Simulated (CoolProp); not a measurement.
100 sccm (0 °C, 1 atm) of nitrogen bubbles through liquid m-xylene at 291.5 K and leaves saturated at a total pressure of 0.0177 MPa (ideal gas phase). Each further row changes one setting.

The numbers come from the reference Helmholtz-energy equation of state, Zhou 2012 in CoolProp.

```
case                       vapour pressure (kPa)  mole fraction of vapour  delivery (mg/min)  delivery (sccm)  change of delivery for a bath 1 K warmer (%)
-------------------------  ---------------------  -----------------------  -----------------  ---------------  --------------------------------------------
as stated                                  0.752                   0.0425               21.0             4.44                                           6.6
bath temperature 296.5 K                    1.01                   0.0573                  …                …                                           6.4
total pressure 0.0354 MPa                  0.752                        …               10.3                …                                           6.4
```

Question: Some entries are withheld; supply them.

Answer: 
- bath temperature 296.5 K, delivery (mg/min): 28.8
- bath temperature 296.5 K, delivery (sccm): 6.08
- total pressure 0.0354 MPa, mole fraction of vapour: 0.0213
- total pressure 0.0354 MPa, delivery (sccm): 2.17
